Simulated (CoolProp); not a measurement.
Vapour-liquid equilibrium of sulfur hexafluoride (1) + R113 (2) at 288.6 K; x and y are mole fractions of (1).

Values from CoolProp's multi-fluid Helmholtz-energy mixture model, Guder 2009 and Marx 1992; pair parameters Bell 2016.

| x | bubble pressure (kPa) | y at the bubble point | dew pressure at overall composition x (kPa) | liquid density (mol/L) |
|---|---|---|---|---|
| 0.05 | 189.3 | 0.834 | 31.95 | 8.561 |
| 0.2 | 353.8 | 0.910 | 38.00 | 8.888 |
| 0.35 | 447.6 | 0.932 | 46.85 | 9.261 |
| 0.5 | 601.7 | 0.956 | 61.09 | 9.666 |
| 0.65 | 866.4 | 0.978 | 87.82 | 10.06 |
| 0.8 | 1264 | 0.992 | 156.1 | 10.34 |
| 0.95 | 1728 | 0.999 | 553.5 | 10.18 |

No azeotrope shows between x = 0.05 and 0.95.

Pair parameters are fitted to limited data, so mixtures are less certain than the pure fluids. The gap from Raoult's law changes sign with composition, which may be real or a fault of the pair parameters; it wasn't checked against measurements. With so large a gap from Raoult's law the liquid may split in two, which this calculation doesn't test in full.
